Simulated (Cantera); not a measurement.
Input (Python, Cantera) and output of one run.

```python
import numpy as np
import cantera as ct

gas_names = """
    B BH BH2 BH3 B2 H H2
""".split()
cond_names = """
    B(b) B(L)
""".split()


# ... load() reads the species with a 1 bar reference pressure and builds the phases ...
atoms = {
    'B2H6': {'B': 2, 'H': 6},
    'H2': {'H': 2},
}
top_T = {}  # K; cautious upper limits of use, not melting points


# ... equilibrate(T, P, feed) seeds the gas with the atoms and calls Mixture.equilibrate('TP', solver="vcs", rtol=1e-11, max_steps=5000) ...
results = []
feed = {'B2H6': 1, 'H2': 1}  # mol
T = 2175  # K
for P in [10, 37, 140, 520, 1900, 7200, 27000, 100000]:
    mix = equilibrate(T, P, feed)
    results.append((T, P, feed, dict(zip(mix.species_names, mix.species_moles))))
    x = sorted(zip(gas.X, gas.species_names), reverse=True)
    print(f"T = {T:g} K  P = {P:g} Pa  gas = {mix.phase_moles(0):.4g} mol")
    print("   x: " + "  ".join(f"{s} {v:.3e}" for v, s in x if v > 1e-06))
    print("   condensed (mol): " + ("  ".join(f"{mix.phase(i).name} {mix.phase_moles(i):.4g}"
          for i in range(1, mix.n_phases) if mix.phase_moles(i) > 1e-12) or "none"))
```

Result:

```
T = 2175 K  P = 10 Pa  gas = 5.055 mol
   x: H2 6.012e-01  H 3.785e-01  B 1.934e-02  BH2 7.073e-04  BH 1.901e-04
   condensed (mol): B(b) 1.898
T = 2175 K  P = 37 Pa  gas = 4.528 mol
   x: H2 7.709e-01  H 2.228e-01  B 5.226e-03  BH2 9.069e-04  BH 1.119e-04
   condensed (mol): B(b) 1.972
T = 2175 K  P = 140 Pa  gas = 4.266 mol
   x: H2 8.755e-01  H 1.221e-01  B 1.381e-03  BH2 1.030e-03  BH 6.129e-05  BH3 1.663e-06
   condensed (mol): B(b) 1.989
T = 2175 K  P = 520 Pa  gas = 4.137 mol
   x: H2 9.331e-01  H 6.539e-02  BH2 1.098e-03  B 3.719e-04  BH 3.283e-05  BH3 3.526e-06
   condensed (mol): B(b) 1.994
T = 2175 K  P = 1900 Pa  gas = 4.071 mol
   x: H2 9.640e-01  H 3.477e-02  BH2 1.134e-03  B 1.018e-04  BH 1.746e-05  BH3 7.077e-06
   condensed (mol): B(b) 1.995
T = 2175 K  P = 7200 Pa  gas = 4.036 mol
   x: H2 9.808e-01  H 1.802e-02  BH2 1.154e-03  B 2.686e-05  BH3 1.414e-05  BH 9.047e-06
   condensed (mol): B(b) 1.995
T = 2175 K  P = 27000 Pa  gas = 4.019 mol
   x: H2 9.895e-01  H 9.345e-03  BH2 1.164e-03  BH3 2.774e-05  B 7.162e-06  BH 4.692e-06
   condensed (mol): B(b) 1.995
T = 2175 K  P = 100000 Pa  gas = 4.01 mol
   x: H2 9.939e-01  H 4.867e-03  BH2 1.169e-03  BH3 5.375e-05  BH 2.444e-06  B 1.934e-06
   condensed (mol): B(b) 1.995
```

These are equilibrium values from Cantera (NASA tables, ideal gas, pure condensed phases), not measurements of a reactor. The feed counts by its element totals alone. The tables' values for BH2 are old estimates; treat these amounts as uncertain. Gases not in the tables: B2H6 and higher boranes.
